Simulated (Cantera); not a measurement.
**Thermodynamics of carbon deposition, reforming and gasification, feed C3H6 + H2 + N2**

Input: 1 mol C3H6, 3 mol H2, 14 mol N2, at 75.0 Torr.

These are equilibrium values from Cantera (NASA tables, ideal gas, pure condensed phases), not measurements of a reactor. Candidate condensed phases: C, C6H6, C7H8, C8H18; 92 gas species. Equilibrium is a limit: real reactors are often held back by kinetics, nucleation or transport.

```csv
T (K),x N2,x H2,x CH4,x HCN,x H,n C(graphite)
600,0.779,0.109,0.112,3.29e-11,<1e-12,0.982
800,0.707,0.282,0.0107,4.18e-8,4.86e-12,2.79
1000,0.701,0.299,0.000851,2.37e-6,3.92e-9,2.98
1200,0.700,0.300,0.000142,3.41e-5,3.42e-7,3.00
1400,0.700,0.300,3.88e-5,0.000227,8.42e-6,2.99
1600,0.699,0.299,1.46e-5,0.000937,9.41e-5,2.98
1800,0.698,0.298,6.84e-6,0.00280,0.000618,2.94
2000,0.695,0.294,3.68e-6,0.00667,0.00279,2.85
```
x: gas mole fraction; n: condensed amount in mol.

From 600 K to 2000 K the condensed part is C(graphite). The main C-bearing gas is CH4 at 600 K and HCN at 2000 K. The share of C in condensed phases is highest at 1200 K (99.9 %) and lowest at 600 K (32.7 %).
